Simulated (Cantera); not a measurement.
Cantera run, input and output.

```python
import numpy as np
import cantera as ct

gas = ct.Solution("gri30.yaml", transport_model="multicomponent")
show = ['NH3', 'H', 'CO2']

rows = []
print(f"{'T/K':>7s}{'rho':>11s}{'cp':>10s}{'mu':>11s}{'lambda':>11s}{'Pr':>7s}" + "".join(f"{'D_' + s:>11s}" for s in show))
for T in [400, 600, 800, 1000, 1200, 1400, 1600, 1800, 2000]:
    gas.TPX = T, 1333, {'N2O': 0.96}
    Pr = gas.cp_mass * gas.viscosity / gas.thermal_conductivity
    D = [gas.mix_diff_coeffs_mole[gas.species_index(s)] for s in show]
    rows.append([gas.density, gas.cp_mass, gas.viscosity, gas.thermal_conductivity, Pr, *D])
    print(f"{T:7g}{gas.density:11.4e}{gas.cp_mass:10.1f}{gas.viscosity:11.4e}"
          f"{gas.thermal_conductivity:11.4e}{Pr:7.3f}" + "".join(f"{d:11.4e}" for d in D))
print("SI units: kg/m3, J/kg/K, Pa s, W/m/K, m2/s")
```

Result:

```
    T/K        rho        cp         mu     lambda     Pr      D_NH3        D_H      D_CO2
    400 1.7641e-02     970.3 1.9459e-05 2.5299e-02  0.746 2.1440e-03 1.2621e-02 1.4602e-03
    600 1.1760e-02    1101.3 2.7324e-05 4.0429e-02  0.744 4.6552e-03 2.6064e-02 3.0770e-03
    800 8.8204e-03    1191.6 3.4048e-05 5.4682e-02  0.742 7.9001e-03 4.2960e-02 5.1272e-03
   1000 7.0563e-03    1254.7 4.0022e-05 6.7878e-02  0.740 1.1779e-02 6.2912e-02 7.5569e-03
   1200 5.8802e-03    1294.3 4.5464e-05 7.9761e-02  0.738 1.6227e-02 8.5656e-02 1.0331e-02
   1400 5.0402e-03    1326.8 5.0510e-05 9.1048e-02  0.736 2.1197e-02 1.1101e-01 1.3424e-02
   1600 4.4102e-03    1353.3 5.5249e-05 1.0177e-01  0.735 2.6656e-02 1.3882e-01 1.6818e-02
   1800 3.9202e-03    1374.6 5.9744e-05 1.1197e-01  0.733 3.2579e-02 1.6898e-01 2.0499e-02
   2000 3.5281e-03    1391.6 6.4041e-05 1.2168e-01  0.732 3.8946e-02 2.0140e-01 2.4455e-02
SI units: kg/m3, J/kg/K, Pa s, W/m/K, m2/s
```

Detailed kinetics in Cantera: GRI-Mech 3.0 (53 species, 325 reactions). The composition is frozen, though it would react at the higher temperatures.
